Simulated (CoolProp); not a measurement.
C2F6 (R116) along the isobar 2800 kPa: fugacity coefficient from the reference equation and from simpler models built on Tc = 19.9 °C, pc = 3048 kPa, ω = 0.257; each cubic takes its own stable root.

The numbers come from the reference Helmholtz-energy equation of state, Lemmon 2006 in CoolProp. It is a short technical equation, of lower accuracy than the large ones.

| T (°C) | phase | reference |
|---|---|---|
| -75.85 | liquid | 0.04474 |
| -55.65 | liquid | 0.1089 |
| -35.45 | liquid | 0.2172 |
| -15.15 | liquid | 0.3733 |
| 5.05 | liquid | 0.5659 |
| 25.25 | gas | 0.7171 |
| 45.45 | gas | 0.7785 |
| 65.65 | gas | 0.8233 |
| 85.85 | gas | 0.8577 |
| 106.05 | gas | 0.8849 |
| 126.25 | gas | 0.9067 |

### Question
How far does each simpler model (Redlich-Kwong, Soave-Redlich-Kwong, Peng-Robinson) lie from the reference over these 11 states: mean and median of the absolute difference, and the worst?

### Answer
- Redlich-Kwong: mean 15.0 %, median 2.4 %, worst +65.0 % at -75.85 °C and 2800 kPa
- Soave-Redlich-Kwong: mean 0.8 %, median 0.4 %, worst +2.0 % at -15.15 °C and 2800 kPa
- Peng-Robinson: mean 2.1 %, median 2.1 %, worst -3.3 % at 25.25 °C and 2800 kPa
